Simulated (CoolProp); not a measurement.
Model: reference Helmholtz-energy equation of state, Span 2000, in CoolProp.

Q: For nitrogen, give the phase and the Joule-Thomson coefficient (K/MPa), viscosity (µPa s), conductivity (mW/(m K)) at -34.75 °C and 7.55 MPa; -34.75 °C and 11.3 MPa; -34.75 °C and 22.6 MPa.

A: 
- -34.75 °C and 7.55 MPa: supercritical; Joule-Thomson coefficient 2.45, viscosity 17.0, conductivity 26.6
- -34.75 °C and 11.3 MPa: supercritical; Joule-Thomson coefficient 1.93, viscosity 18.7, conductivity 30.1
- -34.75 °C and 22.6 MPa: supercritical; Joule-Thomson coefficient 0.727, viscosity 24.9, conductivity 41.8

Viscosity comes from a separate model (Lemmon 2004). Thermal conductivity comes from a separate model (Lemmon 2004).
